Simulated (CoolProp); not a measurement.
A Linde-Hampson liquefier for ethylene: isothermal reversible compression at 300 K from 1 atm to 30 MPa, throttling to 1 atm, return gas leaving the recuperator 0 K below the feed. Each further row changes one setting.

The numbers come from the reference Helmholtz-energy equation of state, Smukala 2000 in CoolProp.

```tsv
case	liquid yield per pass	compression work (kJ/kg of gas)
as stated	?	397
high pressure 60 MPa	?	?
warm-end temperature 330 K	0.404	?
warm-end gap 5 K	?	397
```

### Question
Fill in the missing entries.

### Answer

- as stated, liquid yield per pass: 0.481
- high pressure 60 MPa, liquid yield per pass: 0.454
- high pressure 60 MPa, compression work (kJ/kg of gas): 462
- warm-end temperature 330 K, compression work (kJ/kg of gas): 467
- warm-end gap 5 K, liquid yield per pass: 0.475
